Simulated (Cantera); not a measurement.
Standard-state values (1 bar) from the NASA 1993 polynomials, evaluated with Cantera. Values are per mole of reaction as written; species without (g) are pure solids or liquids, kept so even where they would boil at 1 bar.

3 B2O2(g) + 2 BF3(g) + 6 Cl(g) ⇌ 2 BCl3(g) + 2 B3O3F3(g)

```
T (K)  ΔH° (kJ)  ΔS° (J/K)  ΔG° (kJ)  log10 K
-----  --------  ---------  --------  -------
850     -2630.2     -978.8   -1798.2   110.50
875           ?          ?         ?        ?
900           ?          ?         ?        ?
925     -2629.2     -977.7   -1724.8    97.40
950     -2628.8     -977.3   -1700.4    93.49
```

Problem. Some entries are withheld; supply them.

Solution. 
- 875, ΔH° (kJ): -2629.9
- 875, ΔS° (J/K): -978.5
- 875, ΔG° (kJ): -1773.8
- 875, log10 K: 105.89
- 900, ΔH° (kJ): -2629.6
- 900, ΔS° (J/K): -978.1
- 900, ΔG° (kJ): -1749.3
- 900, log10 K: 101.53
